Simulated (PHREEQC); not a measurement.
Solution (20 °C): 0.00016 mol/kgw PbCl2, 0.26 mol/kgw KBr and 0.00014 mol/kgw Cu(NO3)2. Closed to the air; pH follows from the charge balance.

Equilibrium calculation in PHREEQC: ion-association model, wateq4f.dat.

No solid was allowed to form.

Problem. Predict the pH, activity of water.

Solution. pH 5.87; activity of water 0.991.

Problem. In which forms is Pb present?

Solution. PbBr+ 76 %, Pb+2 18 %, PbBr2 5.2 % of the Pb.

Complexes and solids missing from the database can't appear.
